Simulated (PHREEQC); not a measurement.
Brine

Make-up at 25 °C: 3.9 mol HCl and 2 mol CaCl2 per kg of water. It is in equilibrium with CO2 at log p = -3.4 (atm). Otherwise closed; pH follows from the charge balance.

Model: Pitzer model, pitzer.dat, run in PHREEQC.

Precipitation was switched off in this run.

### Question
Predict the pH.

### Answer
pH -2.12.

Species that the database lacks are ignored. In brines, pH and single-ion activities rest on the MacInnes convention.
